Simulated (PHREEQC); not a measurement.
Synthetic water in mmol/kgw, 30 °C, pH 2.24, pe 11.6: Na 0.244; K 0.896; Ca 6.36; Mg 7.96; Cl 2.7; S(6) 25; Zn 0.0386; N(5) 0.0252; Br 0.0658.

Valence states are taken as typed.

The numbers come from PHREEQC with the ion-association model, phreeqc.dat.

The ionic strength comes out as 0.0533 mol/kgw and the specific conductance is 5520 µS/cm. The density is 0.998 g/cm³ and the total alkalinity is -11.8 meq/kg. The charge-balance error is -18.2 %.

| species | molality | activity | log γ |
|---|---|---|---|
| SO4-2 | 0.0142 | 0.00640 | -0.346 |
| H+ | 0.00677 | 0.00575 | -0.071 |
| HSO4- | 0.00490 | 0.00400 | -0.088 |
| Mg+2 | 0.00443 | 0.00210 | -0.324 |
| Ca+2 | 0.00406 | 0.00188 | -0.335 |
| MgSO4 | 0.00353 | 0.00357 | 0.005 |
| Cl- | 0.00270 | 0.00218 | -0.092 |
| CaSO4 | 0.00219 | 0.00221 | 0.005 |
| K+ | 0.000855 | 0.000690 | -0.093 |
| Na+ | 0.000236 | 0.000194 | -0.086 |
| CaHSO4+ | 0.000111 | 9.02e-5 | -0.088 |
| Br- | 6.58e-5 | 5.27e-5 | -0.097 |
| KSO4- | 4.10e-5 | 3.38e-5 | -0.084 |
| NO3- | 2.52e-5 | 2.02e-5 | -0.097 |

Precipitation was switched off in this run. Species that the database lacks are ignored.
